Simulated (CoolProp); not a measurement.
n-heptane along the isobar 869 kPa: fugacity coefficient from the reference equation and from simpler models built on Tc = 541.2 K, pc = 2774 kPa, ω = 0.349; each cubic takes its own stable root.

Values from CoolProp's reference Helmholtz-energy equation of state, Span 2003. It is a short technical equation, of lower accuracy than the large ones.

```
T (K)  phase  reference
-----  -----  ---------
509      gas     0.8641
515.1    gas     0.8699
521.1    gas     0.8754
527.2    gas     0.8806
533.3    gas     0.8855
539.3    gas     0.8901
545.4    gas     0.8946
551.5    gas     0.8988
557.5    gas     0.9027
563.6    gas     0.9066
569.7    gas     0.9102
575.7    gas     0.9136
581.8    gas     0.9169
587.9    gas     0.9200
593.9    gas     0.9230
600      gas     0.9259
```

### Question
How far does each simpler model (van der Waals, Redlich-Kwong, Soave-Redlich-Kwong, Peng-Robinson) lie from the reference over these 16 states: mean and median of the absolute difference, and the worst?

### Answer
- van der Waals: mean 1.5 %, median 1.3 %, worst +3.3 % at 509 K and 869 kPa
- Redlich-Kwong: mean 0.4 %, median 0.3 %, worst +1.2 % at 509 K and 869 kPa
- Soave-Redlich-Kwong: mean 0.4 %, median 0.3 %, worst +0.7 % at 509 K and 869 kPa
- Peng-Robinson: mean 0.8 %, median 0.8 %, worst -0.8 % at 569.7 K and 869 kPa
